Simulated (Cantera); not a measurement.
A closed system holds: 1 mol SiHCl₃, a varied amount of H₂, 0.0052 mol Cl₂, held at 1373.15 K and 0.120 bar.

Method: chemical equilibrium by Gibbs-energy minimisation in Cantera with the NASA 1993 tables (ideal gas, pure condensed phases). Candidate condensed phases: Si; 19 gas species. The numbers say what is thermodynamically allowed, not how fast it happens.

**Question.** At 370 mol H₂, list the 3 most abundant gas species with their mole fractions, and the condensed phases.

**Answer.** H₂ 0.992, HCl 0.00773, SiCl₂ 0.000173. Condensed: Si(s).
